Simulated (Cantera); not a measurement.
Charge: 1 mol c-C4F8, 1.4 mol H2, at 827 °C and 1.00 Torr.

Method: chemical equilibrium by Gibbs-energy minimisation in Cantera with the NASA 1993 tables (ideal gas, pure condensed phases). Candidate condensed phases: C, C6H6, C7H8, C8H18; 95 gas species. The feed counts by its element totals alone. Gases not in the tables: C2F6 and larger saturated fluorocarbons. The numbers say what is thermodynamically allowed, not how fast it happens.

Base state: HF 0.683, CF4 0.317 (mole fractions); condensed: C(graphite).

Q: What changes in the equilibrium state with this change: H2 from 1.4 to 0.51 mol?

A: 
```tsv
species	before	after
CF4	0.317	0.631
HF	0.683	0.369
C(graphite), mol	2.70	2.25
```

Q: What changes in the equilibrium state with this change: H2 from 1.4 to 0.12 mol?

A: 
```
species           before  after
----------------  ------  -----
CF4                0.317  0.890
HF                 0.683  0.110
C(graphite), mol    2.70   2.06
```
